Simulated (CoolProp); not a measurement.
A closed Brayton cycle with carbon dioxide: compressor inlet 330.15 K and 9.2 MPa, high pressure 21.9 MPa, turbine inlet 905 K, compressor efficiency 0.89, turbine efficiency 0.9, recuperator effectiveness 0.8 (on enthalpy, no pinch check). Each further row changes one setting.

Model: reference Helmholtz-energy equation of state, Span 1996, in CoolProp.

```csv
case,thermal efficiency (%),net work (kJ/kg),compressor to turbine work,compressor exit (K),turbine exit (K)
as stated,[?],86.2,0.32,399.7,794.4
turbine inlet 855 K,[?],78.5,[?],399.7,748.3
compressor inlet 340.15 K,[?],80.6,0.37,415.5,794.4
high pressure 18.6 MPa,26.7,[?],0.31,386.4,[?]
recuperator effectiveness 0.5,[?],86.2,0.32,399.7,794.4
```

Task: Fill in the missing entries.

Result: 
- as stated, thermal efficiency (%): 29.3
- turbine inlet 855 K, thermal efficiency (%): 28.5
- turbine inlet 855 K, compressor to turbine work: 0.34
- compressor inlet 340.15 K, thermal efficiency (%): 28.8
- high pressure 18.6 MPa, net work (kJ/kg): 72.4
- high pressure 18.6 MPa, turbine exit (K): 814.7
- recuperator effectiveness 0.5, thermal efficiency (%): 19.9
